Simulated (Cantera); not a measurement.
An isothermal, constant-pressure homogeneous reactor starts with 29.4 % CH₄, 70.6 % H₂O, at 1250 K and 23.7 atm.

Detailed kinetics in Cantera: GRI-Mech 3.0 (53 species, 325 reactions). The pressure lies above the range GRI-Mech 3.0 was tuned for (to about 10 atm).

### Question
Predict: x(CH₄) at 200 s; x(H₂O) at 200 s; x(CH₂O) at 200 s; x(CO) at 200 s; x(H₂) at 200 s; x(CH₃) at 200 s.

### Answer
| Quantity | Result |
|---|---|
| x(CH₄) at 200 s | 0.252 (gas-phase equilibrium 0.0104) |
| x(H₂O) at 200 s | 0.645 (gas-phase equilibrium 0.238) |
| x(CH₂O) at 200 s | 2.53e-7 (gas-phase equilibrium 9.29e-7) |
| x(CO) at 200 s | 0.00302 (gas-phase equilibrium 0.141) |
| x(H₂) at 200 s | 0.0791 (gas-phase equilibrium 0.573) |
| x(CH₃) at 200 s | 1.71e-6 (gas-phase equilibrium 2.65e-8) |
